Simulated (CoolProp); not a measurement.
Isohexane along the isobar 5.36 bar: density (kg/m³) from the reference equation and from simpler models built on Tc = 497.7 K, pc = 30.43 bar, ω = 0.280; each cubic takes its own stable root.

Computed with CoolProp (reference Helmholtz-energy equation of state, Lemmon 2006). It is a short technical equation, of lower accuracy than the large ones.

| T (K) | phase | reference | Redlich-Kwong | Soave-Redlich-Kwong |
|---|---|---|---|---|
| 154.9 | liquid | 774.5 | 678.0 | 682.8 |
| 167.2 | liquid | 763.5 | 671.3 | 677.2 |
| 179.5 | liquid | 752.7 | 664.2 | 671.4 |
| 191.9 | liquid | 741.9 | 656.7 | 665.1 |
| 204.2 | liquid | 731.2 | 648.9 | 658.6 |
| 216.5 | liquid | 720.7 | 640.7 | 651.8 |
| 228.8 | liquid | 710.1 | 632.2 | 644.6 |
| 241.1 | liquid | 699.5 | 623.3 | 637.0 |
| 253.5 | liquid | 688.8 | 613.9 | 628.9 |
| 265.8 | liquid | 678.0 | 604.2 | 620.5 |
| 278.1 | liquid | 667.2 | 594.1 | 611.5 |
